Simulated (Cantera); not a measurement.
An isothermal, constant-pressure homogeneous reactor starts with 34.5 % H₂, 18.1 % O₂, 41.7 % N₂, 5.63 % H₂O, at 823 K and 0.405 atm.

Computed with Cantera and GRI-Mech 3.0 (53 species, 325 reactions). Below about 950 K walls govern HO2 and H2O2 in real vessels. The temperature is held fixed by assumption; the heat of reaction is taken as removed at once.

### Question
Predict: x(H₂) at 30.0 s; x(O₂) at 30.0 s; x(O) at 30.0 s; x(HO₂) at 30.0 s; x(H₂O₂) at 30.0 s; x(H₂O) at 30.0 s.

### Answer
```json
{
 "x(H₂) at 30.0 s": "0.300 (gas-phase equilibrium 1.06e-12)",
 "x(O₂) at 30.0 s": "0.159 (gas-phase equilibrium 0.0110)",
 "x(O) at 30.0 s": "1.78e-9 (gas-phase equilibrium <1e-12)",
 "x(HO₂) at 30.0 s": "1.51e-5 (gas-phase equilibrium 5.75e-12)",
 "x(H₂O₂) at 30.0 s": "0.00109 (gas-phase equilibrium 5.88e-12)",
 "x(H₂O) at 30.0 s": "0.112 (gas-phase equilibrium 0.485)"
}
```
